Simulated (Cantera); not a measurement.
A closed system holds: 1 mol CO2, 0.43 mol H2, 2.1 mol H2O, at 100 Torr.

Method: chemical equilibrium by Gibbs-energy minimisation in Cantera with the NASA 1993 tables (ideal gas, pure condensed phases). Candidate condensed phases: C, C6H6, C7H8, C8H18, H2O; 110 gas species. Rates play no part.

x: gas mole fraction; nothing condenses.

| T (K) | x H2O | x CO2 | x CO | x H2 | x OH | x H | x O2 |
|---|---|---|---|---|---|---|---|
| 1673 | 0.659 | 0.219 | 0.0638 | 0.0579 | 4.11e-5 | 7.51e-5 | 2.21e-7 |
| 1723 | 0.660 | 0.218 | 0.0654 | 0.0564 | 7.61e-5 | 0.000119 | 6.66e-7 |
| 1773 | 0.661 | 0.216 | 0.0668 | 0.0550 | 0.000136 | 0.000183 | 1.89e-6 |
| 1823 | 0.663 | 0.215 | 0.0681 | 0.0537 | 0.000236 | 0.000275 | 5.07e-6 |
| 1873 | 0.664 | 0.214 | 0.0694 | 0.0524 | 0.000398 | 0.000405 | 1.29e-5 |
| 1923 | 0.664 | 0.213 | 0.0705 | 0.0513 | [?] | [?] | [?] |
| 1973 | 0.665 | 0.211 | 0.0717 | 0.0503 | 0.00104 | 0.000829 | 7.22e-5 |
| 2023 | 0.665 | 0.210 | 0.0728 | 0.0494 | 0.00162 | 0.00116 | 0.000160 |
| 2073 | 0.664 | 0.209 | 0.0740 | 0.0487 | [?] | [?] | [?] |
| 2123 | 0.663 | 0.207 | 0.0754 | 0.0482 | 0.00367 | 0.00216 | 0.000682 |
| 2173 | 0.661 | 0.205 | 0.0772 | 0.0480 | 0.00533 | 0.00290 | 0.00131 |
| 2223 | 0.657 | 0.201 | 0.0795 | 0.0484 | 0.00756 | 0.00386 | 0.00239 |
| 2273 | 0.651 | 0.197 | 0.0825 | 0.0494 | 0.0105 | 0.00511 | 0.00410 |

Task: What belongs in the gaps?

Result: 
- 2073, x OH: 0.00247
- 2073, x H: 0.00159
- 2073, x O2: 0.000338
- 1923, x OH: 0.000651
- 1923, x H: 0.000584
- 1923, x O2: 3.12e-5
